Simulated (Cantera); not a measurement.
What does this Cantera script print?

```python
import numpy as np
import cantera as ct

gas = ct.Solution("gri30.yaml")
gas.TPX = 1725, 290000, {'CH3OH': 1, 'O2': 3, 'N2': 22.5}
reactor = ct.IdealGasReactor(gas, energy="on", clone=False)
net = ct.ReactorNet([reactor])
net.rtol, net.atol = 1e-08, 1e-16
show = ['CH3OH', 'O2', 'CH2O', 'HCO', 'CO', 'C2H2']
times = np.geomspace(2e-06, 3, 13)

steps = ct.SolutionArray(gas, extra=["t"])
rows = []
print(f"{'t/s':>10s}{'T/K':>9s}{'P/Pa':>11s}" + "".join(f"{s:>11s}" for s in show))
for t in times:
    while net.time < t:
        t_next = net.step()
        steps.append(gas.state, t=t_next)
    rows.append([np.interp(t, steps.t, y) for y in (steps.T, steps.P, *steps(*show).X.T)])
    print(f"{t:10.3e}{rows[-1][0]:9.1f}{rows[-1][1]:11.4g}" + "".join(f"{x:11.3e}" for x in rows[-1][2:]))
rate = np.gradient(steps.T, steps.t)
print("integrator steps:", len(steps.t))
if steps.T.max() > steps.T[0] + 200:
    print(f"time of steepest temperature rise: {steps.t[rate.argmax()]:.4e} s")
gas.TPX = 1725, 290000, {'CH3OH': 1, 'O2': 3, 'N2': 22.5}
gas.equilibrate("UV")
print(f"equilibrium (UV): T = {gas.T:.1f} K  " + "  ".join(f"{s} {gas[s].X[0]:.3e}" for s in show))
```

It prints:

```
       t/s      T/K       P/Pa      CH3OH         O2       CH2O        HCO         CO       C2H2
 2.000e-06   1724.9  2.901e+05  3.726e-02  1.129e-01  3.424e-04  9.450e-08  3.543e-05  1.741e-09
 6.542e-06   1728.3  2.911e+05  3.492e-02  1.115e-01  2.319e-03  1.947e-06  2.466e-04  7.538e-09
 2.140e-05   1896.1  3.294e+05  7.546e-03  9.301e-02  9.484e-03  7.375e-05  1.828e-02  1.817e-07
 6.999e-05   2417.9  4.177e+05  3.524e-18  5.530e-02  1.439e-11  3.537e-09  5.848e-03  5.595e-22
 2.289e-04   2491.7  4.286e+05  5.256e-19  5.463e-02  3.682e-12  5.443e-10  2.562e-03  8.517e-23
 7.489e-04   2490.6  4.284e+05  5.076e-19  5.424e-02  3.577e-12  5.243e-10  2.515e-03  8.035e-23
 2.449e-03   2485.5  4.275e+05  4.898e-19  5.316e-02  3.471e-12  5.050e-10  2.478e-03  7.379e-23
 8.012e-03   2475.6  4.257e+05  4.568e-19  5.108e-02  3.275e-12  4.693e-10  2.406e-03  6.214e-23
 2.621e-02   2468.8  4.245e+05  4.354e-19  4.965e-02  3.146e-12  4.461e-10  2.358e-03  5.500e-23
 8.572e-02   2468.3  4.244e+05  4.340e-19  4.955e-02  3.138e-12  4.446e-10  2.355e-03  5.454e-23
 2.804e-01   2468.3  4.244e+05  4.340e-19  4.955e-02  3.138e-12  4.446e-10  2.355e-03  5.454e-23
 9.172e-01   2468.3  4.244e+05  4.340e-19  4.955e-02  3.138e-12  4.446e-10  2.355e-03  5.454e-23
 3.000e+00   2468.3  4.244e+05  4.340e-19  4.955e-02  3.138e-12  4.446e-10  2.355e-03  5.454e-23
integrator steps: 1672
time of steepest temperature rise: 2.4144e-05 s
equilibrium (UV): T = 2468.3 K  CH3OH 4.536e-19  O2 4.955e-02  CH2O 3.138e-12  HCO 4.446e-10  CO 2.355e-03  C2H2 6.249e-23
```

Cantera simulation using GRI-Mech 3.0 (53 species, 325 reactions); the numbers are that mechanism's predictions, not measurements. GRI-Mech 3.0 was tuned for natural gas; its chemistry of methanol as a main component is partial and can be far from experiment.
